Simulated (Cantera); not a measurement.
Input (Python, Cantera) and output of one run.

```python
import numpy as np
import cantera as ct

gas_names = """
    O O2 O3 S SO SO2 SO3 S2 S2O S8
""".split()
cond_names = """
    S(cr1) S(cr2) S(L)
""".split()


# ... load() reads the species with a 1 bar reference pressure and builds the phases ...
atoms = {
    'S': {'S': 1},
    'O2': {'O': 2},
}
top_T = {}  # K; cautious upper limits of use, not melting points


# ... equilibrate(T, P, feed) seeds the gas with the atoms and calls Mixture.equilibrate('TP', solver="vcs", rtol=1e-11, max_steps=5000) ...
results = []
T = 3498  # K
P = 26000000  # Pa
for m in [0.03, 0.07, 0.16, 0.39, 0.91, 2.1, 5]:
    feed = {'S': 1, 'O2': m}  # mol
    mix = equilibrate(T, P, feed)
    results.append((T, P, feed, dict(zip(mix.species_names, mix.species_moles))))

top = {s: max(r[3][s] / sum(r[3][g] for g in gas_names) for r in results) for s in gas_names}
cols = sorted((s for s in top if top[s] > 0.001), key=lambda s: -top[s])[:9]
seen = [c for c in cond_names if any(r[3].get(c, 0) > 1e-12 for r in results)]
print("log10 of partial pressures in bar; condensed amounts in mol")
print(f"{'n(O2)':>10s}" + "".join(f"{s[:9]:>10s}" for s in cols + seen))
for T, P, feed, n in results:
    ng = sum(n[g] for g in gas_names)
    print(f"{feed['O2']:10.4g}" + "".join(f"{np.log10(max(n[s] / ng * P / 1e5, 1e-99)):10.3f}" for s in cols)
          + "".join(f"{n.get(c, 0):10.4g}" for c in seen))
```

Result:

```
log10 of partial pressures in bar; condensed amounts in mol
     n(O2)        S2       SO2        O2        SO         S       S2O         O       SO3
      0.03     2.346     0.593    -2.175     1.225     1.119     0.652    -1.397    -3.765
      0.07     2.293     1.130    -1.612     1.480     1.093     0.881    -1.115    -2.947
      0.16     2.183     1.583    -1.103     1.679     1.038     1.025    -0.861    -2.240
      0.39     1.896     1.991    -0.552     1.811     0.894     1.014    -0.585    -1.557
      0.91     0.368     2.325     0.545     1.596     0.131     0.035    -0.037    -0.674
       2.1    -3.296     2.070     2.122     0.553    -1.701    -2.840     0.752    -0.140
         5    -4.409     1.696     2.305     0.087    -2.258    -3.863     0.843    -0.423
```

Equilibrium computed with Cantera from the NASA thermochemical tables; the gas is ideal and each condensed phase is pure. The ideal-gas law is rough above about 30 bar.
